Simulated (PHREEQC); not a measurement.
## Alkaline etch or developer

A solution holds 0.00029 mol/kgw LiOH, 9.3e-06 mol/kgw Na2SiO3 and 1.3e-06 mol/kgw Na2CO3, at 25 °C. Closed to the air; pH follows from the charge balance.

The numbers come from PHREEQC with the ion-association model, phreeqc.dat.

Precipitation was switched off in this run.

Task: Estimate the pH.

Result: pH 10.46.

Task: In which forms is C present?

Result: CO3-2 59 %, HCO3- 41 % of the C.
